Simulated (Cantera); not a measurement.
**Stirred combustor or abatement burner**

A perfectly stirred reactor is fed with CO : H₂ : O₂ : N₂ : H₂O = 1 : 0.071 : 0.487 : 1.83 : 0.54 (molar parts), equivalence ratio 1.1, at 5.00 bar; it is adiabatic with a 500 K inlet, and is followed from long to short residence time, starting on the burning branch (τ in s: 0.34, 0.13, 0.053, 0.021, 0.0084, 0.0034, 0.0013, 0.00053, 0.00021, 8.4e-05, 3.4e-05, 1.3e-05, 5.3e-06).

Cantera simulation using GRI-Mech 3.0 (53 species, 325 reactions); the numbers are that mechanism's predictions, not measurements. The hydrogen kinetics of GRI-Mech 3.0 are dated; newer H2 mechanisms differ, most at raised pressure.

```csv
τ (s),T (K),x CO,x H₂,x O₂,x NO,x CO₂,x NO₂
0.34,2329,0.0322,0.00377,0.00264,0.00143,0.257,3.87e-7
0.13,2327,0.0324,0.00380,0.00278,0.00133,0.257,3.69e-7
0.053,2324,0.0328,0.00385,0.00309,0.00113,0.256,3.34e-7
0.021,2317,0.0338,0.00397,0.00373,0.000825,0.255,2.73e-7
0.0084,2301,0.0357,0.00423,0.00489,0.000519,0.253,2.03e-7
0.0034,2274,0.0390,0.00467,0.00675,0.000301,0.249,1.43e-7
0.0013,2228,0.0445,0.00541,0.00971,0.000162,0.242,9.47e-8
0.00053,2168,0.0515,0.00636,0.0135,9.01e-5,0.234,6.16e-8
0.00021,2083,0.0609,0.00757,0.0186,5.15e-5,0.222,4.03e-8
8.4e-5,1973,0.0734,0.00875,0.0253,3.26e-5,0.207,2.93e-8
3.4e-5,1814,0.0938,0.00905,0.0359,1.90e-5,0.183,2.20e-8
1.3e-5,500,0.255,0.0181,0.124,<1e-12,<1e-12,<1e-12
5.3e-6,500,0.255,0.0181,0.124,<1e-12,<1e-12,<1e-12
```
x: mole fraction; the columns are a selection and need not sum to one.
